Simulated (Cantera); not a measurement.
An isothermal plug-flow reactor at 875 K and 1.00 bar (inlet), inlet velocity 0.53 m/s, active area per volume 290 1/m; feed H₂ : O₂ : N₂ : H₂O = 0.028 : 0.02 : 0.79 : 0.011 (molar parts).

Computed with Cantera and Deutschmann's 1995 Pt surface mechanism with GRI-Mech 3.0 gas chemistry. Catalytic surfaces can have several steady states; this one follows from the mechanism file's or the stated starting coverage. Mass transfer to the wall is taken as infinitely fast.

x: gas mole fraction; θ: surface coverage.

```json
[
 {"z (m)": "4.6e-05", "x H₂": "0.0240", "x O₂": "0.0191", "x H₂O": "0.0222", "θ free Pt": "0.983", "θ H*": "0.0165", "θ O*": "5.01e-6", "θ OH*": "1.24e-5"},
 {"z (m)": "7.7e-05", "x H₂": "0.0188", "x O₂": "0.0165", "x H₂O": "0.0274", "θ free Pt": "0.986", "θ H*": "0.0142", "θ O*": "5.11e-6", "θ OH*": "1.31e-5"},
 {"z (m)": "0.00013", "x H₂": "0.0115", "x O₂": "0.0129", "x H₂O": "0.0349", "θ free Pt": "0.990", "θ H*": "0.00987", "θ O*": "5.88e-6", "θ OH*": "___"},
 {"z (m)": "0.00021", "x H₂": "0.00352", "x O₂": "0.00893", "x H₂O": "0.0431", "θ free Pt": "0.797", "θ H*": "5.09e-6", "θ O*": "0.197", "θ OH*": "___"},
 {"z (m)": "0.00036", "x H₂": "0.000946", "x O₂": "0.00766", "x H₂O": "0.0457", "θ free Pt": "0.283", "θ H*": "5.39e-7", "θ O*": "0.709", "θ OH*": "___"},
 {"z (m)": "0.00059", "x H₂": "0.000328", "x O₂": "0.00735", "x H₂O": "0.0464", "θ free Pt": "0.205", "θ H*": "3.14e-7", "θ O*": "0.788", "θ OH*": "0.00642"},
 {"z (m)": "0.00099", "x H₂": "7.17e-5", "x O₂": "0.00722", "x H₂O": "0.0466", "θ free Pt": "0.184", "θ H*": "2.62e-7", "θ O*": "0.810", "θ OH*": "0.00617"},
 {"z (m)": "0.0017", "x H₂": "5.61e-6", "x O₂": "0.00719", "x H₂O": "0.0467", "θ free Pt": "0.179", "θ H*": "2.52e-7", "θ O*": "0.814", "θ OH*": "0.00611"},
 {"z (m)": "0.0028", "x H₂": "1.12e-7", "x O₂": "0.00719", "x H₂O": "0.0467", "θ free Pt": "0.179", "θ H*": "2.51e-7", "θ O*": "0.815", "θ OH*": "0.00611"},
 {"z (m)": "0.0046", "x H₂": "2.05e-10", "x O₂": "0.00719", "x H₂O": "0.0467", "θ free Pt": "0.179", "θ H*": "2.51e-7", "θ O*": "0.815", "θ OH*": "0.00611"}
]
```

Question: What belongs in the gaps?

Answer: 
- 0.00013, θ OH*: 1.62e-5
- 0.00021, θ OH*: 0.00641
- 0.00036, θ OH*: 0.00713
